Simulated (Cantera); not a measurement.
An adiabatic, constant-volume homogeneous reactor starts with CH3OH : O2 : N2 : CO2 = 1 : 3.19 : 12 : 1.3 (molar parts), equivalence ratio 0.47, at 1150 K and 500000 Pa.

Model: GRI-Mech 3.0 (53 species, 325 reactions), integrated in Cantera. GRI-Mech 3.0 was tuned for natural gas; its chemistry of methanol as a main component is partial and can be far from experiment.

### Question
Predict: time of steepest temperature rise; temperature at 8.00 s; equilibrium temperature; x(O2) at 8.00 s; x(NO) at 8.00 s; x(H2O2) at 8.00 s.

### Answer
| Quantity | Value |
|---|---|
| time of steepest temperature rise | 6.94 ms |
| temperature at 8.00 s | 2282 K |
| equilibrium temperature | 2282 K |
| x(O2) at 8.00 s | 0.0890 (gas-phase equilibrium 0.0890) |
| x(NO) at 8.00 s | 0.00904 (gas-phase equilibrium 0.00904) |
| x(H2O2) at 8.00 s | 4.39e-7 (gas-phase equilibrium 4.39e-7) |
